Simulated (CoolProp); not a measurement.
R143a at 256.08 K and 0.594 MPa flows at 0.2 m/s in a round tube of 100 mm bore and 15 µm roughness, fully developed (64/Re and Nu = 3.66 if laminar; Colebrook and Gnielinski if turbulent). Each further row changes one setting.

Computed with CoolProp (reference Helmholtz-energy equation of state, Lemmon and Jacobsen 2000).

| case | Reynolds number | Darcy friction factor | pressure drop (Pa/m) | heat-transfer coefficient (W/(m² K)) | mass flow (kg/h) |
|---|---|---|---|---|---|
| as stated | 130000 | 0.0179 | 3.87 | 438 | 6110 |
| velocity 0.4 m/s | 260000 | 0.0162 | 14.0 | 807 | 12200 |
| diameter 200 mm | 260000 | 0.0155 | 1.68 | 391 | 24400 |

Viscosity comes from a separate model (Klein 1997), an estimate that may be off by 10 % or more. Thermal conductivity comes from a separate model (McLinden 2000), an estimate that may be off by 10 % or more.
